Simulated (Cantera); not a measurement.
Premixed flame

A freely propagating, adiabatic, planar premixed flame of 3.07 % CH4, 3.07 % C2H6, 1.72 % C3H8, 18.2 % O2, 68.4 % N2, 5.52 % H2O, equivalence ratio 1.4, unburnt at 398 K and 2.57 atm; multicomponent transport, grid criteria slope 0.08 and curve 0.16, no radiation.

Model: GRI-Mech 3.0 (53 species, 325 reactions), integrated in Cantera. GRI-Mech 3.0 was tuned for natural gas; its chemistry of propane as a main component is partial and can be far from experiment. Burning velocities carry a grid error of a few per cent, more on coarse grids.

| z (mm) | T (K) | u (m/s) | x CH4 | x C2H6 | x C3H8 | x CO | x N2O | x HCN |
|---|---|---|---|---|---|---|---|---|
| -1.05 | 398 | 0.212 | 0.0306 | 0.0306 | 0.0171 | 9.05e-6 | <1e-8 | <1e-8 |
| -0.701 | 402 | 0.215 | 0.0304 | 0.0305 | 0.0171 | 0.000112 | <1e-8 | <1e-8 |
| -0.526 | 419 | 0.226 | 0.0300 | 0.0302 | 0.0170 | 0.000657 | <1e-8 | 3.43e-8 |
| -0.351 | 531 | 0.290 | 0.0283 | 0.0288 | 0.0165 | 0.00480 | <1e-8 | 3.91e-7 |
| -0.175 | 979 | 0.554 | 0.0218 | 0.0194 | 0.0116 | 0.0266 | 1.02e-8 | 3.04e-6 |
| -0.0876 | 1357 | 0.788 | 0.0159 | 0.00800 | 0.00396 | 0.0501 | 2.26e-8 | 6.47e-6 |
| 0 | 1711 | 1.01 | 0.00777 | 0.000592 | 6.67e-5 | 0.0735 | 3.41e-8 | 1.23e-5 |
| 0.0876 | 1890 | 1.12 | 0.00258 | 2.20e-5 | 3.88e-8 | 0.0801 | 2.52e-8 | 1.98e-5 |
| 0.175 | 1953 | 1.16 | 0.00110 | 3.19e-6 | <1e-8 | 0.0793 | 1.40e-8 | 2.40e-5 |
| 0.351 | 1988 | 1.17 | 0.000486 | 3.69e-7 | <1e-8 | 0.0769 | <1e-8 | 2.51e-5 |
| 0.701 | 2001 | 1.18 | 0.000307 | 5.74e-8 | <1e-8 | 0.0753 | <1e-8 | 2.33e-5 |
| 1.40 | 2004 | 1.18 | 0.000242 | 1.52e-8 | <1e-8 | 0.0749 | <1e-8 | 2.07e-5 |
| 2.80 | 2005 | 1.18 | 0.000173 | <1e-8 | <1e-8 | 0.0751 | <1e-8 | 1.71e-5 |
x: mole fraction of selected species; z is measured from the peak of heat release.

| Quantity | Result |
|---|---|
| laminar burning velocity | 21.2 cm/s |
| thermal thickness | 0.351 mm |
| peak x(CO) | 0.0802 |
| peak x(HCN) | 2.52e-5 |
| grid points | 140 |
